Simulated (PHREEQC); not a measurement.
Make-up at 5 °C: 0.0012 mol NaHSO4, 0.0054 mol Na2SO4 and 0.0051 mol KCl per kg of water. Closed to the air; pH follows from the charge balance.

Model: Pitzer model, pitzer.dat, run in PHREEQC.

```yaml
pH: 3.07
ionic_strength: 0.0245 mol/kgw
specific_conductance: 1410 µS/cm
osmotic_coefficient: 0.922
total_alkalinity: -1.20 meq/kg
```

```json
[
 {"species": "Na+", "molality": "0.0120", "activity": "0.0103", "log γ": "-0.068"},
 {"species": "SO4-2", "molality": "0.00641", "activity": "0.00349", "log γ": "-0.263"},
 {"species": "Cl-", "molality": "0.00510", "activity": "0.00439", "log γ": "-0.065"},
 {"species": "K+", "molality": "0.00510", "activity": "0.00435", "log γ": "-0.070"},
 {"species": "H+", "molality": "0.00101", "activity": "0.000856", "log γ": "-0.070"},
 {"species": "HSO4-", "molality": "0.000194", "activity": "0.000167", "log γ": "-0.064"}
]
```

No solid was allowed to form. Complexes and solids missing from the database can't appear. Constants without temperature data keep their 25 °C values here.
